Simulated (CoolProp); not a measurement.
Vapour pressure (bar) of R1336mzz(Z): the reference equation beside estimates from Tc = 171.3 °C, pc = 29.04 bar, ω = 0.386. Clausius-Clapeyron is anchored at 40.25 °C with a constant enthalpy of vaporisation of 26.47 kJ/mol.

Values from CoolProp's reference Helmholtz-energy equation of state, McLinden 2020.

```json
[
 {"T (°C)": "-12.55", "reference": "0.1299", "Lee-Kesler": "0.1267", "Clausius-Clapeyron": "0.1649", "Soave-Redlich-Kwong": "0.1281", "Peng-Robinson": "0.1332"},
 {"T (°C)": "0.65", "reference": "0.2554", "Lee-Kesler": "0.2510", "Clausius-Clapeyron": "0.2972", "Soave-Redlich-Kwong": "0.2525", "Peng-Robinson": "0.2590"},
 {"T (°C)": "13.85", "reference": "0.4656", "Lee-Kesler": "0.4609", "Clausius-Clapeyron": "0.5073", "Soave-Redlich-Kwong": "0.4620", "Peng-Robinson": "0.4688"},
 {"T (°C)": "27.05", "reference": "0.7966", "Lee-Kesler": "0.7936", "Clausius-Clapeyron": "0.8262", "Soave-Redlich-Kwong": "0.7936", "Peng-Robinson": "0.7985"},
 {"T (°C)": "40.25", "reference": "1.291", "Lee-Kesler": "1.293", "Clausius-Clapeyron": "1.291", "Soave-Redlich-Kwong": "1.292", "Peng-Robinson": "1.291"},
 {"T (°C)": "53.45", "reference": "1.999", "Lee-Kesler": "2.009", "Clausius-Clapeyron": "1.947", "Soave-Redlich-Kwong": "2.008", "Peng-Robinson": "1.997"},
 {"T (°C)": "66.65", "reference": "2.976", "Lee-Kesler": "2.995", "Clausius-Clapeyron": "2.843", "Soave-Redlich-Kwong": "3.000", "Peng-Robinson": "2.972"},
 {"T (°C)": "79.85", "reference": "4.282", "Lee-Kesler": "4.312", "Clausius-Clapeyron": "4.036", "Soave-Redlich-Kwong": "4.332", "Peng-Robinson": "4.281"},
 {"T (°C)": "93.05", "reference": "5.984", "Lee-Kesler": "6.023", "Clausius-Clapeyron": "5.586", "Soave-Redlich-Kwong": "6.071", "Peng-Robinson": "5.992"},
 {"T (°C)": "106.25", "reference": "8.155", "Lee-Kesler": "8.199", "Clausius-Clapeyron": "7.558", "Soave-Redlich-Kwong": "8.292", "Peng-Robinson": "8.181"},
 {"T (°C)": "119.35", "reference": "10.85", "Lee-Kesler": "10.90", "Clausius-Clapeyron": "10.00", "Soave-Redlich-Kwong": "11.05", "Peng-Robinson": "10.91"},
 {"T (°C)": "132.55", "reference": "14.21", "Lee-Kesler": "14.25", "Clausius-Clapeyron": "13.02", "Soave-Redlich-Kwong": "14.46", "Peng-Robinson": "14.31"},
 {"T (°C)": "145.75", "reference": "18.31", "Lee-Kesler": "18.35", "Clausius-Clapeyron": "16.67", "Soave-Redlich-Kwong": "18.60", "Peng-Robinson": "18.45"}
]
```

Absolute difference from the reference over all 13 rows, mean and median: Lee-Kesler 0.7 and 0.5 %, Clausius-Clapeyron 8.3 and 7.3 %, Soave-Redlich-Kwong 1.1 and 1.2 %, Peng-Robinson 0.6 and 0.3 %.
